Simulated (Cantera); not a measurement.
# Hydrocarbon pyrolysis for carbon deposition

An isothermal, constant-pressure homogeneous reactor starts with CH₄ : N₂ = 1 : 3.1 (molar parts), at 1698 K and 0.00420 bar.

Detailed kinetics in Cantera: GRI-Mech 3.0 (53 species, 325 reactions). GRI-Mech 3.0 stops at C3 and has no aromatics, soot or wall deposition, so with more carbon than oxygen in the feed, carbon stays in small species such as C2H2 where larger ones or solid carbon would form. Radical loss at walls, strong at low pressure, is not modelled.

```
t (s)        x CH₄       x H    x C₂H₆     x CH₃    x C₂H₄
--------  --------  --------  --------  --------  --------
0.000600     0.244   4.75e-7  7.38e-11   1.83e-5  7.18e-10
0.00155      0.244   4.78e-7   1.27e-9   4.79e-5   1.73e-8
0.00399      0.244   4.93e-7   1.89e-8  0.000124   3.42e-7
0.0103       0.244   5.98e-7   2.26e-7  0.000320   6.13e-6
0.0265       0.243   1.33e-6   2.04e-6  0.000819  0.000104
0.0682       0.237   7.36e-6   1.44e-5   0.00203   0.00157
0.176        0.191   6.94e-5   5.21e-5   0.00363    0.0105
0.453       0.0902  0.000237   2.23e-5   0.00225   0.00308
1.17        0.0339  0.000375   4.26e-6   0.00101  0.000412
3.01       0.00962  0.000567   5.45e-7  0.000390   4.88e-5
7.76       0.00188  0.000913   3.78e-8  0.000119   8.74e-6
20.0      0.000356   0.00118   1.84e-9   2.91e-5   6.06e-6
```
x: mole fraction; the columns are a selection and need not sum to one.

Equilibrium at this temperature and pressure: CH₄ 1.92e-5, H 0.00122, C₂H₆ 8.48e-12, CH₃ 1.62e-6, C₂H₄ 3.01e-6 (gas phase only).
